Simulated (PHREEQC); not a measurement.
Make-up at 25 °C: 7.7 mmol/kgw LiOH, 0.32 mmol/kgw H3BO3 and 27 mmol/kgw K2CO3. Closed to the air; pH follows from the charge balance.

Equilibrium calculation in PHREEQC: ion-association model, phreeqc.dat.

```
quantity           before    after
---------------  --------  -------
pH                  11.78    11.77
HCO3- (mol/kgw)  0.000475  0.00169
H3BO3 (mol/kgw)   7.15e-7  6.30e-7
CO2 (mol/kgw)     1.39e-9  4.18e-9
```

What was changed between the two runs?
(A) H3BO3 replaced by HBF4 at the same molality
(B) temperature from 25 to 55 °C
(C) diluted 2-fold with water
(D) LiOH left out
(E) K2CO3 from 0.027 to 0.135 mol/kgw

E, K2CO3 from 0.027 to 0.135 mol/kgw

Precipitation was switched off in this run.
